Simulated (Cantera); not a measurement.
Charge: 1 mol BCl3, 1.7 mol O2, 1.7 mol H2O, equilibrated at 1875 K and 12.0 mbar.

Equilibrium computed with Cantera from the NASA thermochemical tables; the gas is ideal and each condensed phase is pure. Candidate condensed phases: B, B2O3, B3O3H3, H2O; 33 gas species. The tables' values for BOCl are old estimates; treat these amounts as uncertain. Equilibrium is a limit: real reactors are often held back by kinetics, nucleation or transport.

Base state: HCl 0.365, O2 0.258, Cl 0.161, HBO2 0.123, H2O 0.0561, B2O3 0.0227, BO2 0.00672, BOCl 0.00279 (mole fractions); condensed: gas only.

Question: What changes in the equilibrium state with this change: BCl3 replaced by B2O3?

Answer: 
| species | before | after |
|---|---|---|
| O2 | 0.258 | 0.380 |
| HBO2 | 0.123 | 0.345 |
| H2O | 0.0561 | 0.209 |
| HCl | 0.365 | 0 |
| Cl | 0.161 | 0 |
| B2O3 | 0.0227 | 0.0482 |
| BO2 | 0.00672 | 0.0108 |
| BOCl | 0.00279 | 0 |
| Cl2 | 0.00157 | 0 |
